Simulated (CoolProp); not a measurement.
Vapour-liquid equilibrium of dimethyl carbonate (1) + n-heptane (2) at 0.0814 MPa; x and y are mole fractions of (1).

Computed with CoolProp (multi-fluid Helmholtz-energy mixture model, Zhou 2011 and Span 2003; pair parameters Bell 2016).

Question: Give the bubble temperature and the first vapour's composition at x = 0.5, 0.65, 0.725. Is there an azeotrope?

Answer: x = 0.5: 348.5 K, y = 0.575; x = 0.65: 348.4 K, y = 0.613; x = 0.725: 348.6 K, y = 0.638. y crosses x between x = 0.575 and 0.65: the model has an azeotrope there.

Pair parameters are fitted to limited data, so mixtures are less certain than the pure fluids.
